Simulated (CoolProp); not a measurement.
Properties of n-dodecane along the isobar 753 kPa.

Computed with CoolProp (reference Helmholtz-energy equation of state, Lemmon 2004). It is a short technical equation, of lower accuracy than the large ones.

| T (K) | phase | cp (kJ/(kg K)) | speed of sound (m/s) | isothermal compressibility (1/MPa) | expansivity (1/kK) | viscosity (µPa s) | Prandtl number |
|---|---|---|---|---|---|---|---|
| 557.1 | liquid | 3.265 | 434.4 | 0.01187 | 2.337 | 116 | 4.59 |
| 563.4 | liquid | 3.298 | 413.9 | 0.01331 | 2.473 | 110 | 4.45 |
| 569.7 | liquid | 3.333 | 393.0 | 0.01504 | 2.630 | 104 | 4.31 |
| 576 | liquid | 3.371 | 371.8 | 0.01717 | 2.814 | 97.9 | 4.17 |
| 582.3 | liquid | 3.411 | 350.0 | 0.01982 | 3.033 | 92.0 | 4.03 |
| 588.5 | liquid | 3.455 | 327.9 | 0.02315 | 3.296 | 86.3 | 3.89 |
| 601.1 | gas | 3.114 | 121.3 | 2.045 | 5.441 | 9.39 | 0.707 |
| 607.4 | gas | 3.105 | 125.2 | 1.967 | 4.962 | 9.49 | 0.706 |
| 613.7 | gas | 3.100 | 128.8 | 1.904 | 4.577 | 9.60 | 0.705 |
| 620 | gas | 3.100 | 132.1 | 1.851 | 4.258 | 9.71 | 0.705 |

Viscosity comes from a separate model (Huber 2004). Thermal conductivity comes from a separate model (Huber 2004).
